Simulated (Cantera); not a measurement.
Input: 1 mol PbS, 0.35 mol H2, equilibrated at 100 Torr.

Cantera equilibrium calculation (NASA polynomials, part measured and part estimated; ideal gas, pure solids and liquids). Candidate condensed phases: Pb, PbS, S; 10 gas species. Mutual solubility and eutectic melting of coexisting phases are not modelled. Gases not in the tables: S3 to S7. Kinetics and transport are ignored.

Problem. Which condensed phases are stable at each of these points (T (K)): 723, 823, 923, 1023, 1123, 1223, 1323, 1423, 1523?

Solution. 
```json
[
 {"T (K)": "723", "condensed phases": "Pb(l) + PbS(s)", "Pb condensed (%)": "100.0"},
 {"T (K)": "823", "condensed phases": "Pb(l) + PbS(s)", "Pb condensed (%)": "100.0"},
 {"T (K)": "923", "condensed phases": "Pb(l) + PbS(s)", "Pb condensed (%)": "100.0"},
 {"T (K)": "1023", "condensed phases": "Pb(l) + PbS(s)", "Pb condensed (%)": "100.0"},
 {"T (K)": "1123", "condensed phases": "Pb(l) + PbS(s)", "Pb condensed (%)": "99.5"},
 {"T (K)": "1223", "condensed phases": "Pb(l) + PbS(s)", "Pb condensed (%)": "96.8"},
 {"T (K)": "1323", "condensed phases": "Pb(l) + PbS(s)", "Pb condensed (%)": "76.6"},
 {"T (K)": "1423", "condensed phases": "gas only", "Pb condensed (%)": "0.0"},
 {"T (K)": "1523", "condensed phases": "gas only", "Pb condensed (%)": "0.0"}
]
```

From 723 K to 1323 K the condensed part is Pb(l) + PbS(s). From 1423 K to 1523 K nothing is condensed.
